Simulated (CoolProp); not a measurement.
C2F6 (R116) at 311.66 K and 0.565 MPa is throttled through a valve to 0.209 MPa with no heat exchange. Each further row changes one setting.

Computed with CoolProp (reference Helmholtz-energy equation of state, Lemmon 2006). It is a short technical equation, of lower accuracy than the large ones.

```csv
case,temperature change (K),final density (kg/m³)
as stated,-2.7,(withheld)
outlet pressure 0.0627 MPa,-3.8,(withheld)
outlet pressure 0.272 MPa,-2.2,(withheld)
```

Task: Complete the blanks.

Result: 
- as stated, final density (kg/m³): 11.5
- outlet pressure 0.0627 MPa, final density (kg/m³): 3.40
- outlet pressure 0.272 MPa, final density (kg/m³): 15.0
